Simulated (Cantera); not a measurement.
Feed: 1 mol SiCl4, 5.3 mol H2, 1.9 mol HCl, at 18000 Torr.

Method: chemical equilibrium by Gibbs-energy minimisation in Cantera with the NASA 1993 tables (ideal gas, pure condensed phases). Candidate condensed phases: Si; 19 gas species. The tables' values for SiCl3 are old estimates; treat these amounts as uncertain. Equilibrium is a limit: real reactors are often held back by kinetics, nucleation or transport. All values below are at 1200 K.

Base state: H2 0.638, HCl 0.240, SiCl4 0.113, SiHCl3 0.00818, SiCl3 0.000308, SiH2Cl2 7.73e-5 (mole fractions); condensed: gas only.

Question: What changes in the equilibrium state with this change: SiCl4 replaced by Si?

Answer: 
```tsv
species	before	after
H2	0.638	0.900
SiHCl3	0.00818	0.0446
SiCl4	0.113	0.0281
HCl	0.240	0.0154
SiH4	<1e-9	1.26e-5
SiH3Cl	2.00e-7	0.000527
SiH2Cl2	7.73e-5	0.00926
SiCl2	7.34e-6	0.000623
Si(s), mol	0	0.439
```
Gases not in the tables: Si2H6 and higher silanes.
